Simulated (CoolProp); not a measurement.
Vapour-liquid equilibrium of CHF3 (R23) (1) + R143a (2) at 1.32 MPa; x and y are mole fractions of (1).

Computed with CoolProp (multi-fluid Helmholtz-energy mixture model, Penoncello 2003 and Lemmon and Jacobsen 2000; pair parameters Bell 2016).

```
x     bubble temperature, mixture model (K)  bubble temperature, Raoult's law (K)  y, mixture model  y, Raoult's law
----  -------------------------------------  ------------------------------------  ----------------  ---------------
0.05                                  296.5                                 295.0             0.107            0.165
0.2                                   286.4                                 283.2                 ?            0.492
0.35                                  277.1                                 274.4             0.601            0.683
0.5                                   269.2                                 267.3                 ?            0.805
0.65                                  262.7                                 261.6             0.850            0.887
0.8                                   257.4                                 256.8             0.924            0.946
0.95                                  252.8                                 252.6                 ?            0.988
```

Task: What belongs in the gaps?

Result: 
- 0.2, y, mixture model: 0.389
- 0.5, y, mixture model: 0.749
- 0.95, y, mixture model: 0.982

The largest gap from Raoult's law is +3.2 K in bubble temperature, at x = 0.2. No azeotrope shows between x = 0.05 and 0.95.

Pair parameters are fitted to limited data, so mixtures are less certain than the pure fluids.
